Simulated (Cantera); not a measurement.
# trisilylamine + NH₃ + H₂ (silicon nitride deposition)

A closed system holds: 1 mol trisilylamine, 0.68 mol NH₃, 0.59 mol H₂, at 1850 K and 58000 Pa.

Cantera equilibrium calculation (NASA polynomials, part measured and part estimated; ideal gas, pure solids and liquids). Candidate condensed phases: Si, Si₃N₄; 18 gas species. The feed counts by its element totals alone. Mutual solubility and eutectic melting of coexisting phases are not modelled. Gases not in the tables: Si₂H₆ and higher silanes. Kinetics and transport are ignored.

| Property | Result |
|---|---|
| x(H₂) | 0.966 |
| x(N₂) | 0.0336 |
| x(H) | 0.000695 |
| x(SiH₂) | 4.07e-5 |
| x(Si) | 1.11e-5 |
| x(SiH) | 8.25e-6 |
| x(NH₃) | 2.66e-6 |
| n(Si(l)) | 2.06 mol |
| n(Si₃N₄(s)) | 0.314 mol |
| gas amount | 6.324 mol |
